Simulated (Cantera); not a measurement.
Mixture: CH4 : O2 : N2 : CO2 = 1 : 2.56 : 6.67 : 0.66 (molar parts), at 1.01 bar, adiabatic and at constant volume. Ignition delay is the time to a rise of 400 K.

Cantera simulation using GRI-Mech 3.0 (53 species, 325 reactions); the numbers are that mechanism's predictions, not measurements.

**Question.** What does this change do: CO2 0.66 to 1.9 parts?

**Answer.** 
```
quantity                                                before       after
--------------------------------------------------  ----------  ----------
delay at 1075 K                                        0.210 s     0.244 s
delay at 1175 K                                        44.3 ms     52.4 ms
delay at 1275 K                                        11.0 ms     13.1 ms
delay at 1375 K                                        3.17 ms     3.78 ms
delay at 1475 K                                        1.07 ms     1.26 ms
delay at 1575 K                                       0.428 ms    0.494 ms
delay at 1675 K                                       0.197 ms    0.224 ms
apparent activation energy between 1475 and 1675 K  170 kJ/mol  180 kJ/mol
```

**Question.** What does this change do: constant pressure in place of constant volume?

**Answer.** 
```tsv
quantity	before	after
delay at 1075 K	0.210 s	0.216 s
delay at 1175 K	44.3 ms	46.1 ms
delay at 1275 K	11.0 ms	11.5 ms
delay at 1375 K	3.17 ms	3.33 ms
delay at 1475 K	1.07 ms	1.13 ms
delay at 1575 K	0.428 ms	0.449 ms
delay at 1675 K	0.197 ms	0.207 ms
apparent activation energy between 1475 and 1675 K	170 kJ/mol	170 kJ/mol
```
